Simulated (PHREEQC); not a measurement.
A solution holds 0.0036 mol/kgw TMAH, 6.5e-05 mol/kgw H4SiO4 and 0.0014 mol/kgw K3PO4, at 20 °C. Closed to the air; pH follows from the charge balance.

The numbers come from PHREEQC with the ion-association model, phreeqc.dat.

Problem. The ionic strength comes out as 0.0100 mol/kgw. What activity coefficients do KHPO4-, K+, HPO4-2, OH-, PO4-3 get?

Solution. KHPO4- 0.91, K+ 0.90, HPO4-2 0.67, OH- 0.90, PO4-3 0.40.

This is a speciation only: nothing precipitates in the calculation. (CH3)4N+ isn't in the database: it is added as a free cation with an ion size of 4 Å.
